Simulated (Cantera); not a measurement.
Roasting and sulfation: FeS2 + O2 + N2

Feed: 1 mol FeS2, 1.1 mol O2, 3.8 mol N2, held at 1330 Pa.

Equilibrium computed with Cantera from the NASA thermochemical tables; the gas is ideal and each condensed phase is pure. Candidate condensed phases: Fe, FeO, FeS, FeSO4, FeS2, Fe2O3, Fe2(SO4)3, Fe3O4, S; 19 gas species. Mutual solubility and eutectic melting of coexisting phases are not modelled. FeS: taken at fixed stoichiometry. Gases not in the tables: S3 to S7. Rates play no part.

| T (K) | log p N2 | log p SO2 | log p S2 | log p S2O | n FeS2(s) | n Fe3O4(s) | n FeS(s) |
|---|---|---|---|---|---|---|---|
| 648 | -1.96 | -2.62 | -6.10 | -7.01 | 0.587 | 0.138 | 0 |
| 723 | -1.96 | -2.62 | -5.03 | -6.24 | 0.585 | 0.138 | 0 |
| 798 | -1.98 | -2.55 | -4.16 | -5.57 | 0 | 0.0305 | 0.908 |
| 873 | -1.98 | -2.55 | -3.95 | -5.44 | 0 | 0.0369 | 0.889 |
| 948 | -1.98 | -2.56 | -3.77 | -5.33 | 0 | 0.0453 | 0.864 |
| 1023 | -1.98 | -2.57 | -3.62 | -5.24 | 0 | 0.0558 | 0.833 |
| 1098 | -1.98 | -2.58 | -3.49 | -5.16 | 0 | 0.0682 | 0.795 |
| 1173 | -1.98 | -2.59 | -3.38 | -5.10 | 0 | 0.0822 | 0.753 |
log p: log10 of the partial pressure in bar; n: condensed amount in mol.

From 648 K to 723 K the condensed part is FeS2(s) + Fe3O4(s). From 798 K to 1173 K the condensed part is FeS(s) + Fe3O4(s).
